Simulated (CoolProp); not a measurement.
The fluid at 525.66 K and 0.85 MPa flows at 0.1 m/s in a round tube of 100 mm bore and 0.25 µm roughness, fully developed (64/Re and Nu = 3.66 if laminar; Colebrook and Gnielinski if turbulent). The same conditions are run with several fluids, on thermodynamics alone (safety and materials aside).

Computed with CoolProp (reference Helmholtz-energy equation of state of each fluid (ethylbenzene: Zhou 2012; n-butane: Bücker 2006; toluene: Lemmon 2006)).

Question: Rank ethylbenzene, n-butane, toluene by Reynolds number, highest first.

Answer: ethylbenzene (19900), toluene (16900), n-butane (9010)

| fluid | Darcy friction factor | pressure drop (Pa/m) | heat-transfer coefficient (W/(m² K)) | mass flow (kg/h) |
|---|---|---|---|---|
| ethylbenzene | 0.0259 | 0.0321 | 18.3 | 70.1 |
| n-butane | 0.0318 | 0.0186 | 13.2 | 33.2 |
| toluene | 0.0270 | 0.0276 | 15.1 | 57.8 |

Transport values come from each fluid's own correlations; those of ethylbenzene are estimates that may be off by 10 % or more.
